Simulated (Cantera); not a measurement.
An isothermal, constant-pressure homogeneous reactor starts with 72.5 % CH4, 27.5 % H2O, at 1273 K and 17.0 bar.

Model: GRI-Mech 3.0 (53 species, 325 reactions), integrated in Cantera. GRI-Mech 3.0 stops at C3 and has no aromatics, soot or wall deposition, so with more carbon than oxygen in the feed, carbon stays in small species such as C2H2 where larger ones or solid carbon would form. The pressure lies above the range GRI-Mech 3.0 was tuned for (to about 10 atm).

x: mole fraction; the columns are a selection and need not sum to one.

```csv
t (s),x CH4,x H2O,x C2H2,x CH2O,x C2H4,x CH2CO,x O
3.00e-6,0.725,0.275,<1e-12,<1e-12,<1e-12,<1e-12,<1e-12
1.11e-5,0.725,0.275,<1e-12,<1e-12,2.53e-12,<1e-12,<1e-12
4.12e-5,0.725,0.275,<1e-12,<1e-12,1.44e-10,<1e-12,<1e-12
0.000152,0.725,0.275,<1e-12,1.26e-11,5.60e-9,<1e-12,<1e-12
0.000565,0.725,0.275,7.77e-12,1.46e-10,6.81e-8,<1e-12,<1e-12
0.00209,0.725,0.275,2.02e-10,7.76e-10,4.19e-7,<1e-12,<1e-12
0.00775,0.725,0.275,(withheld),(withheld),(withheld),<1e-12,<1e-12
0.0287,0.724,0.275,1.94e-7,2.56e-8,3.22e-5,3.71e-12,<1e-12
0.106,0.723,0.275,(withheld),(withheld),(withheld),5.60e-10,<1e-12
0.394,0.716,0.275,0.000268,1.32e-7,0.00226,4.08e-8,<1e-12
1.46,0.692,0.272,0.00277,1.36e-7,0.00785,5.95e-7,<1e-12
5.40,0.622,0.264,0.00532,1.78e-7,0.0287,1.30e-6,<1e-12
20.0,0.593,0.258,0.00524,1.92e-7,0.0366,1.25e-6,<1e-12
```

### Question
Fill in the missing entries.

### Answer

- 0.00775, x C2H2: 5.24e-9
- 0.00775, x CH2O: 4.24e-9
- 0.00775, x C2H4: 3.11e-6
- 0.106, x C2H2: 8.94e-6
- 0.106, x CH2O: 9.66e-8
- 0.106, x C2H4: 0.000354
